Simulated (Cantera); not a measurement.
Input: 1 mol C₂F₆, 0.31 mol HCl, 3.7 mol H₂, equilibrated at 2798.15 K and 12.0 Pa.

Equilibrium computed with Cantera from the NASA thermochemical tables; the gas is ideal and each condensed phase is pure. The feed counts by its element totals alone. Rates play no part.

```
species             before     after
----------------  --------  --------
HF                   0.319     0.308
F                    0.205     0.272
H                    0.359     0.261
C₃                  0.0412    0.0743
CF                 0.00818    0.0132
C₂                 0.00740    0.0110
C                   0.0292    0.0356
Cl                  0.0273    0.0228
C₅                0.000115  0.000309
C₄                 4.08e-5   8.97e-5
CF₂                4.78e-5  0.000103
H₂                 0.00234   0.00123
HCl               0.000258  0.000157
C₂H₂ (acetylene)   2.29e-5   1.79e-5
```
Gas species are given as mole fractions.

### Question
Which change was made?
A) temperature from 2798.15 K to 1998 K
B) C₂F₆ replaced by c-C₄F₈
C) C₂F₆ replaced by CH₃F
D) temperature from 2798.15 K to 3300 K

### Answer
B, C₂F₆ replaced by c-C₄F₈
